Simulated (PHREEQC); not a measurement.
Make-up at 20 °C: 38 mmol/kgw H2S and 0.6 mmol/kgw NaCl. Closed to the air; pH follows from the charge balance.

All values are PHREEQC results (ion-association model, wateq4f.dat), not measurements.

```json
[
 {"quantity": "pH", "before": "4.21", "after": "4.21"},
 {"quantity": "ionic strength (mol/kgw)", "before": "0.000663", "after": "6.14e-5"},
 {"quantity": "HS- (mol/kgw)", "before": "6.27e-5", "after": "6.14e-5"}
]
```

Task: Which change was made?
A) NaCl left out
B) H2S replaced by NH4HS at the same molality
C) diluted 10-fold with water

Result: A, NaCl left out

Precipitation was switched off in this run.
